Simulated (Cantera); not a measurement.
# Ignition delay

Mixture: 21.2 % CO, 0.999 % H₂, 16.4 % O₂, 61.4 % N₂, at 16500 Torr, adiabatic and at constant volume. Ignition delay is the time to a rise of 400 K.

Computed with Cantera and GRI-Mech 3.0 (53 species, 325 reactions). The hydrogen kinetics of GRI-Mech 3.0 are dated; newer H2 mechanisms differ, most at raised pressure. The pressure lies above the range GRI-Mech 3.0 was tuned for (to about 10 atm).

| T0 (K) | delay (ms) |
|---|---|
| 1025 | 2.36 |
| 1075 | 0.835 |
| 1125 | 0.326 |
| 1175 | 0.139 |
| 1225 | 0.0636 |
| 1275 | 0.0317 |
| 1325 | 0.0173 |
| 1375 | 0.0106 |

* **apparent activation energy between 1275 and 1375 K**: 160 kJ/mol
